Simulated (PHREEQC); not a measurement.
0.041 g of hydrous ferric oxide (600 m²/g; 0.2 weak and 0.005 strong sites per Fe, Dzombak-Morel constants, diffuse double layer) in 1 kg of water with 0.05 mol/kgw of an inert sodium salt and 1.3e-05 mol ZnSO4, at 25 °C; the pH is set by adding NaOH or the inert anion's acid. O2 is buffered at 0.21 atm. The system is closed to CO2. Precipitation was switched off in this run.

The series has 13 steps of pH, from 4 to 12.

The numbers come from PHREEQC with the ion-association model, wateq4f.dat.

Task: Near which pH is half of the S sorbed, and on which side is more sorbed?

Result: Near pH 5.4, with more sorbed at lower pH.

Task: Near which pH is half of the Zn sorbed, and on which side is more sorbed?

Result: Near pH 7.1, with more sorbed at higher pH.

Task: At which pH does the surface charge pass through zero?

Result: Near pH 8.4.

Species that the database lacks are ignored.
